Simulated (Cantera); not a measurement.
Charge: 1 mol Pb, 48 mol N2, 0.21 mol CO, equilibrated at 577 °C and 100 Torr.

Method: chemical equilibrium by Gibbs-energy minimisation in Cantera with the NASA 1993 tables (ideal gas, pure condensed phases). Candidate condensed phases: C, Pb, PbO, PbO2, Pb3O4; 27 gas species. Rates play no part.

Base state: N2 0.996, CO 0.00425, CO2 5.19e-5 (mole fractions); condensed: C(graphite) + Pb(l).

What changes in the equilibrium state with this change: Pb replaced by Fe(CO)5?


```
species            before   after
----------------  -------  ------
N2                  0.996   0.915
CO                0.00425  0.0706
CO2               5.19e-5  0.0143
C(graphite), mol  0.00250   0.752
Pb(l), mol          1.000       0
Fe(α), mol              0    1.00
```
Condensed phases not in the tables: cementite and carbon dissolved in iron. Further candidate phases: Fe, Fe(CO)5, FeO, Fe2O3, Fe3O4.
